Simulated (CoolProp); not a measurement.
n-decane along the isobar 11400 kPa: fugacity coefficient from the reference equation and from simpler models built on Tc = 617.7 K, pc = 2101 kPa, ω = 0.488; each cubic takes its own stable root.

Model: reference Helmholtz-energy equation of state, Lemmon 2006, in CoolProp. It is a short technical equation, of lower accuracy than the large ones.

```csv
T (K),phase,reference,Redlich-Kwong,Soave-Redlich-Kwong,Peng-Robinson
371.3,liquid,0.001677,0.009808,0.001911,(withheld)
381.3,liquid,0.002438,0.01259,0.002776,0.002610
391.2,liquid,0.003447,0.01586,0.003925,0.003666
401.1,liquid,0.004765,0.01967,0.005428,0.005042
411.1,liquid,(withheld),0.02412,0.007381,0.006820
421,liquid,0.008602,0.02913,0.009819,0.009033
430.9,liquid,0.01123,0.03478,(withheld),0.01177
440.9,liquid,0.01447,0.04115,0.01657,0.01513
450.8,liquid,0.01831,(withheld),0.02101,(withheld)
460.7,liquid,0.02286,0.05575,0.02627,0.02385
```

Question: Fill in the missing entries.

Answer: 
- 371.3, Peng-Robinson: 0.001810
- 411.1, reference: 0.006474
- 430.9, Soave-Redlich-Kwong: 0.01284
- 450.8, Redlich-Kwong: 0.04812
- 450.8, Peng-Robinson: 0.01912
